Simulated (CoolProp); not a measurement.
Saturation properties of octamethyltrisiloxane (MDM).

Model: reference Helmholtz-energy equation of state, Thol 2017, in CoolProp.

| T (K) | p (bar) | vapour density (kg/m³) | enthalpy of vaporisation (kJ/kg) | surface tension (mN/m) |
|---|---|---|---|---|
| 355.4 | [?] | 0.8098 | [?] | 11.6 |
| 368.4 | 0.1672 | 1.317 | 176.8 | 10.6 |
| 381.4 | 0.2677 | 2.055 | 171.5 | 9.57 |
| 394.4 | 0.4119 | 3.091 | 166.2 | 8.59 |
| 407.4 | 0.6120 | 4.507 | 160.6 | 7.64 |
| 420.4 | 0.8818 | 6.397 | 154.9 | 6.73 |
| 433.4 | 1.236 | [?] | [?] | 5.86 |
| 446.4 | 1.691 | 12.08 | 142.7 | 5.03 |
| 459.4 | 2.265 | 16.17 | 136.1 | 4.23 |
| 472.4 | [?] | [?] | 129.0 | 3.49 |
| 485.4 | 3.844 | 27.99 | 121.3 | [?] |

**Question.** Some entries are withheld; supply them.

**Answer.** 
- 355.4, p (bar): 0.09980
- 355.4, enthalpy of vaporisation (kJ/kg): 181.9
- 433.4, vapour density (kg/m³): 8.875
- 433.4, enthalpy of vaporisation (kJ/kg): 149.0
- 472.4, p (bar): 2.976
- 472.4, vapour density (kg/m³): 21.37
- 485.4, surface tension (mN/m): 2.79

It boils at 425.6 K under 1 atm.

Surface tension comes from a separate correlation (Mulero 2014), older than this fluid's equation and unchecked against measurements.
